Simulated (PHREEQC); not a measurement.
Solution (80 °C): 0.059 mol/kgw Cu(BF4)2 and 0.061 mol/kgw Na2SO4. Closed to the air; pH follows from the charge balance.

All values are PHREEQC results (ion-association model, wateq4f.dat), not measurements.

Precipitation was switched off in this run.

Problem. Predict the pH.

Solution. pH 3.00.

Problem. In which forms is Na present?

Solution. Na+ 95 %, NaSO4- 4.6 % of the Na.

Constants without temperature data keep their 25 °C values here. Real BF4- forms and hydrolyses slowly; the run takes it at equilibrium.
